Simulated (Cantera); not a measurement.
**Ti(OiPr)4 + O2 (titanium nitride, carbide and oxide coatings)**

Charge: 1 mol Ti(OiPr)4, a varied amount of O2, held at 875 °C and 10.0 mbar.

Cantera equilibrium calculation (NASA polynomials, part measured and part estimated; ideal gas, pure solids and liquids). Candidate condensed phases: C, C6H6, C7H8, C8H18, H2O, Ti, TiC, TiO, TiO2, Ti2O3, Ti3O5, Ti4O7; 113 gas species. The feed counts by its element totals alone. Condensed phases not in the tables: Magnéli phases beyond Ti4O7. The numbers say what is thermodynamically allowed, not how fast it happens.

```
n(O2) (mol)   x H2   x CO     x H2O    x CO2     x CH4      x H  x C2H2 (acetylene)  n C(graphite)  n Ti4O7(s)  n TiO2(rutile)
-----------  -----  -----  --------  -------  --------  -------  ------------------  -------------  ----------  --------------
0.54         0.808  0.192   7.44e-5  1.50e-5  0.000155  6.46e-7             3.01e-8           8.67       0.250               0
0.66         0.797  0.203   7.76e-5  1.67e-5  0.000151  6.41e-7             2.97e-8           8.43       0.250               0
0.82         0.782  0.217   8.16e-5  1.92e-5  0.000145  6.36e-7             2.91e-8           8.11       0.250               0
1            0.767  0.233   8.57e-5  2.20e-5  0.000140  6.29e-7             2.86e-8           7.75       0.250               0
1.3          0.743  0.257   9.16e-5  2.69e-5  0.000131  6.19e-7             2.77e-8           7.15       0.250               0
1.6          0.720  0.280   9.67e-5  3.18e-5  0.000123  6.10e-7             2.68e-8           6.55       0.250               0
1.9          0.698  0.302  0.000101  3.69e-5  0.000116  6.00e-7             2.60e-8           5.95       0.250               0
2.4          0.665  0.335  0.000107  4.55e-5  0.000105  5.86e-7             2.48e-8           4.95       0.250               0
3            0.629  0.371  0.000112  5.58e-5   9.40e-5  5.70e-7             2.34e-8           3.75       0.250               0
3.7          0.592  0.408  0.000116  6.75e-5   8.32e-5  5.53e-7             2.20e-8           2.35       0.250               0
4.6          0.550  0.450  0.000119  8.21e-5   7.19e-5  5.33e-7             2.05e-8          0.553       0.250               0
5.7          0.507  0.439    0.0311   0.0228   2.10e-7  5.12e-7              <1e-12              0           0            1.00
```
x: gas mole fraction; n: condensed amount in mol.

From 0.54 mol O2 to 4.6 mol O2 the condensed part is C(graphite) + Ti4O7(s). At 5.7 mol O2 the condensed part is TiO2(rutile).
